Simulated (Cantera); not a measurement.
A jet of CH4 : O2 : N2 = 0.014 : 0.08 : 0.79 (molar parts), equivalence ratio 0.35 at 300 K and 285 Torr hits a platinum plate 2.6 cm away at a mass flux of 0.041 kg/m²/s; the plate temperature is set and raised in steps from an oxygen-covered start.

Detailed kinetics in Cantera: Deutschmann's 1995 Pt surface mechanism with GRI-Mech 3.0 gas chemistry. Catalytic surfaces can have several steady states; this one follows from the mechanism file's or the stated starting coverage.

x: mole fraction at the wall; θ: surface coverage.

```csv
plate T (K),wall x CH4,wall x O2,wall x H2O,wall x OH,wall x CO,wall x CO2,θ free Pt,θ O*,θ OH*
900,0.00809,0.0741,0.0144,1.48e-8,2.68e-6,0.00946,0.151,0.847,0.00176
950,[?],0.0681,[?],[?],[?],[?],[?],0.787,0.00191
1000,0.00350,0.0644,0.0229,1.18e-7,2.14e-6,0.0150,0.275,0.723,0.00187
1050,0.00242,0.0621,0.0248,2.79e-7,1.95e-6,0.0163,0.339,0.659,0.00175
1100,0.00176,0.0608,0.0259,6.00e-7,1.84e-6,0.0171,0.403,0.595,0.00159
1150,0.00122,0.0600,0.0267,1.23e-6,2.44e-6,0.0174,0.465,0.533,0.00143
1200,[?],0.0593,0.0273,[?],[?],0.0177,[?],[?],[?]
1250,0.000551,0.0586,0.0280,4.08e-6,3.92e-6,0.0180,0.582,0.417,0.00113
```

Complete the blanks.


- 950, wall x CH4: 0.00529
- 950, wall x H2O: 0.0196
- 950, wall x OH: 4.49e-8
- 950, wall x CO: 2.42e-6
- 950, wall x CO2: 0.0129
- 950, θ free Pt: 0.211
- 1200, wall x CH4: 0.000851
- 1200, wall x OH: 2.30e-6
- 1200, wall x CO: 3.08e-6
- 1200, θ free Pt: 0.525
- 1200, θ O*: 0.474
- 1200, θ OH*: 0.00127
